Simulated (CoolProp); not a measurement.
Vapour-liquid equilibrium of n-decane (1) + n-dodecane (2) at 2.86 kPa; x and y are mole fractions of (1).

Model: multi-fluid Helmholtz-energy mixture model, Lemmon 2006 and Lemmon 2004; pair parameters Bell 2016, in CoolProp.

| x | bubble temperature (°C) | y at the bubble point | dew temperature at overall composition x (°C) | liquid density (mol/L) |
|---|---|---|---|---|
| 0.05 | 104.0 | 0.190 | 106.6 | 4.060 |
| 0.125 | 99.3 | 0.400 | 105.2 | 4.123 |
| 0.2 | 95.2 | 0.550 | 103.7 | 4.185 |
| 0.275 | 91.7 | 0.658 | (withheld) | (withheld) |
| 0.35 | 88.6 | 0.738 | 100.5 | 4.306 |
| 0.425 | 85.9 | 0.798 | 98.7 | 4.366 |
| 0.5 | 83.5 | 0.845 | 96.7 | 4.426 |
| 0.575 | 81.4 | 0.882 | 94.5 | (withheld) |
| 0.65 | 79.5 | 0.912 | 92.0 | (withheld) |
| 0.725 | 77.7 | 0.937 | 89.1 | 4.609 |
| 0.8 | 76.2 | 0.958 | 85.8 | (withheld) |
| 0.875 | 74.7 | 0.975 | 81.8 | 4.736 |
| 0.95 | 73.3 | (withheld) | 76.7 | 4.801 |

Problem. Some entries are withheld; supply them.

Solution. 
- 0.275, dew temperature at overall composition x (°C): 102.2
- 0.275, liquid density (mol/L): 4.246
- 0.575, liquid density (mol/L): 4.487
- 0.65, liquid density (mol/L): 4.547
- 0.8, liquid density (mol/L): 4.672
- 0.95, y at the bubble point: 0.991

No azeotrope shows between x = 0.05 and 0.95.

Pair parameters are fitted to limited data, so mixtures are less certain than the pure fluids.
